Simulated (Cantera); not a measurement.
Cantera run:

```python
import numpy as np
import cantera as ct

gas_names = [...]  # 110 gases of nasa_gas.yaml made of C, H, O
cond_names = """
    C(gr) C6H6(L) C7H8(L) C8H18(L),n-octa H2O(s) H2O(L)
""".split()


# ... load() reads the species with a 1 bar reference pressure and builds the phases ...
atoms = {
    'acetone': {'C': 3, 'H': 6, 'O': 1},
    'H2O': {'H': 2, 'O': 1},
}
top_T = {'C(gr)': 4500}  # K; cautious upper limits of use, not melting points


# ... equilibrate(T, P, feed) seeds the gas with the atoms and calls Mixture.equilibrate('TP', solver="vcs", rtol=1e-11, max_steps=5000) ...
results = []
feed = {'acetone': 1, 'H2O': 0.68}  # mol
T = 2250  # K
for P in [10, 46, 220, 1000, 4600, 22000, 100000, 460000, 2200000, 10000000]:
    mix = equilibrate(T, P, feed)
    results.append((T, P, feed, dict(zip(mix.species_names, mix.species_moles))))

top = {s: max(r[3][s] / sum(r[3][g] for g in gas_names) for r in results) for s in gas_names}
cols = sorted((s for s in top if top[s] > 1e-06), key=lambda s: -top[s])[:9]
seen = [c for c in cond_names if any(r[3].get(c, 0) > 1e-12 for r in results)]
print("log10 of partial pressures in bar; condensed amounts in mol")
print(f"{'P/Pa':>10s}" + "".join(f"{s[:9]:>10s}" for s in cols + seen))
for T, P, feed, n in results:
    ng = sum(n[g] for g in gas_names)
    print(f"{P:10.4g}" + "".join(f"{np.log10(max(n[s] / ng * P / 1e5, 1e-99)):10.3f}" for s in cols)
          + "".join(f"{n.get(c, 0):10.4g}" for c in seen))
```

Result:

```
log10 of partial pressures in bar; condensed amounts in mol
      P/Pa        H2         H        CO       CH4 C2H2,acet       H2O      C2H4       CH3       CO2     C(gr)
        10    -4.485    -4.372    -4.608   -12.596    -6.961   -13.406   -14.156   -11.205   -14.264     1.303
        46    -3.654    -3.956    -3.897   -10.934    -6.129   -11.864   -12.493    -9.958   -12.843       1.3
       220    -2.892    -3.575    -3.189    -9.410    -5.367   -10.394   -10.970    -8.815   -11.426     1.297
      1000    -2.198    -3.228    -2.517    -8.021    -4.673    -9.027    -9.580    -7.773   -10.083     1.296
      4600    -1.517    -2.888    -1.847    -6.661    -3.993    -7.678    -8.220    -6.753    -8.744     1.296
   2.2e+04    -0.829    -2.544    -1.164    -5.285    -3.305    -6.307    -6.844    -5.721    -7.378     1.295
     1e+05    -0.168    -2.213    -0.505    -3.962    -2.643    -4.986    -5.522    -4.729    -6.059     1.295
   4.6e+05     0.496    -1.881     0.158    -2.634    -1.979    -3.659    -4.193    -3.733    -4.732     1.293
   2.2e+06     1.175    -1.542     0.839    -1.276    -1.300    -2.299    -2.836    -2.715    -3.371     1.283
     1e+07     1.825    -1.216     1.500     0.025    -0.650    -0.988    -1.534    -1.739    -2.050     1.242
```

Equilibrium computed with Cantera from the NASA thermochemical tables; the gas is ideal and each condensed phase is pure. The feed counts by its element totals alone. The ideal-gas law is rough above about 30 bar.
